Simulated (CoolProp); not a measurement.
The fluid at 430.02 K and 1.2 MPa is throttled through a valve to 0.706 MPa with no heat exchange. The same conditions are run with several fluids, on thermodynamics alone (safety and materials aside).

Computed with CoolProp (reference Helmholtz-energy equation of state of each fluid (hydrogen sulfide: Lemmon 2006; nitrous oxide: Lemmon 2006; carbon dioxide: Span 1996; n-perfluorobutane: Gao 2022; R1336mzz(Z): McLinden 2020)).

```
fluid              temperature change (K)  final density (kg/m³)
-----------------  ----------------------  ---------------------
hydrogen sulfide                     -3.8                   6.91
nitrous oxide                        -2.4                   8.84
carbon dioxide                       -2.2                   8.82
n-perfluorobutane                    -3.2                   51.0
R1336mzz(Z)                          -6.5                   37.1
```
